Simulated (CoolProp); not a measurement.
Sulfur dioxide along the isotherm 181.95 °C: Z from the reference equation and from simpler models built on Tc = 157.5 °C, pc = 7.887 MPa, ω = 0.256; each cubic takes its own stable root.

Values from CoolProp's reference Helmholtz-energy equation of state, Gao 2016.

```tsv
p (MPa)	phase	reference	Soave-Redlich-Kwong	Peng-Robinson
2.19	gas	0.9163	0.9179	0.9082
4.38	gas	0.8217	0.8262	0.8078
6.56	gas	0.7107	0.7202	0.6946
8.75	supercritical	0.5685	0.5874	0.5577
10.9	supercritical	0.3819	0.4325	0.4057
13.1	supercritical	0.3170	0.3863	0.3565
15.3	supercritical	0.3289	0.3972	0.3636
17.5	supercritical	0.3528	0.4206	0.3833
19.7	supercritical	0.3801	0.4480	0.4072
21.9	supercritical	0.4087	0.4772	0.4329
24.1	supercritical	0.4379	0.5071	0.4594
26.2	supercritical	0.4659	0.5360	0.4851
28.4	supercritical	0.4953	0.5663	0.5121
30.6	supercritical	0.5247	0.5967	0.5393
32.8	supercritical	0.5539	0.6269	0.5663
35	supercritical	0.5831	0.6571	0.5933
```
